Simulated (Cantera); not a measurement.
Feed: 1 mol SiCl₄, 2 mol HCl, 14 mol H₂, at 848.15 K and 1.00 bar.

Method: chemical equilibrium by Gibbs-energy minimisation in Cantera with the NASA 1993 tables (ideal gas, pure condensed phases). Candidate condensed phases: Si; 19 gas species. The numbers say what is thermodynamically allowed, not how fast it happens.

Base state: H₂ 0.823, HCl 0.118, SiCl₄ 0.0582, SiHCl₃ 0.000657 (mole fractions); condensed: gas only.

### Question
What changes in the equilibrium state with this change: SiCl₄ replaced by Si?

### Answer
| species | before | after |
|---|---|---|
| H₂ | 0.823 | 0.961 |
| SiCl₄ | 0.0582 | 0.0185 |
| SiHCl₃ | 0.000657 | 0.0170 |
| HCl | 0.118 | 0.00169 |
| SiH₃Cl | <1e-9 | 2.64e-5 |
| SiH₂Cl₂ | 6.51e-7 | 0.00138 |
| Si(s), mol | 0 | 0.430 |
The tables' values for SiCl₃ are old estimates; treat these amounts as uncertain.
